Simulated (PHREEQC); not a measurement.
## Ultrapure water in contact with air or piping

Model water analysis in mg/L, 20 °C, pH 6.29, pe 9.5:

```json
[
 {"constituent": "Na", "mg/L": "0.199"},
 {"constituent": "K", "mg/L": "0.00776"},
 {"constituent": "Ca", "mg/L": "0.114"},
 {"constituent": "Mg", "mg/L": "0.00923"},
 {"constituent": "Cl", "mg/L": "0.558"},
 {"constituent": "S(6) as SO4", "mg/L": "0.099"},
 {"constituent": "Alkalinity as HCO3", "mg/L": "0.318"},
 {"constituent": "Si as SiO2", "mg/L": "0.000403"},
 {"constituent": "Li", "mg/L": "0.000984"}
]
```

Valence states are taken as typed.

Model: ion-association model, phreeqc.dat, run in PHREEQC.

This is a speciation only: nothing precipitates in the calculation.

Problem. What charge-balance error does the model give?

Solution. charge-balance error -19.2 %.

Problem. In which forms is C present?

Solution. CO2 55 %, HCO3- 45 % of the C.
